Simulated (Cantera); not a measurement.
An adiabatic, constant-volume homogeneous reactor starts with CH4 : C2H6 : C3H8 : O2 : N2 : H2O = 1 : 0.13 : 1.2 : 27.3 : 103 : 5.8 (molar parts), equivalence ratio 0.31, at 1575 K and 1.90 bar.

Cantera simulation using GRI-Mech 3.0 (53 species, 325 reactions); the numbers are that mechanism's predictions, not measurements. GRI-Mech 3.0 was tuned for natural gas; its chemistry of propane as a main component is partial and can be far from experiment.

**Question.** Predict: time of steepest temperature rise; temperature at 0.200 s; equilibrium temperature.

**Answer.** 
```
Item                                 Value
---------------------------------  -------
time of steepest temperature rise  27.2 µs
temperature at 0.200 s              2319 K
equilibrium temperature             2319 K
```
